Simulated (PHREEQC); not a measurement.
# Copper plating or etch bath: speciation

Dissolve 93 mmol/kgw CuCl2, 12 mmol/kgw HNO3 and 5.2 mmol/kgw H3BO3 at 4.8 °C. Closed to the air; pH follows from the charge balance.

Computed with PHREEQC (ion-association model, phreeqc.dat).

Each row changes one thing in this solution. Precipitation was switched off in this run.

```csv
case,pH,ionic strength (mol/kgw),Cu+2 (mol/kgw),CuCl+ (mol/kgw),CuCl2 (mol/kgw),CuCl3- (mol/kgw)
as made,2.02,0.281,0.0883,0.00454,0.000160,7.44e-8
H3BO3 from 0.0052 to 0.0026 mol/kgw,2.02,0.281,0.0883,0.00454,0.000160,7.44e-8
temperature from 4.8 to 30 °C,2.02,0.262,0.0786,0.0138,___,___
H3BO3 from 0.0052 to 0.00468 mol/kgw,2.02,0.281,0.0883,0.00454,0.000160,7.44e-8
diluted 10-fold with water,2.98,0.0289,___,___,5.04e-7,2.27e-11
```

What belongs in the gaps?


- temperature from 4.8 to 30 °C, CuCl2 (mol/kgw): 0.000605
- temperature from 4.8 to 30 °C, CuCl3- (mol/kgw): 4.24e-7
- diluted 10-fold with water, Cu+2 (mol/kgw): 0.00921
- diluted 10-fold with water, CuCl+ (mol/kgw): 8.87e-5

At this temperature some constants are extrapolated from 25 °C, and those without enthalpy data are left unchanged.
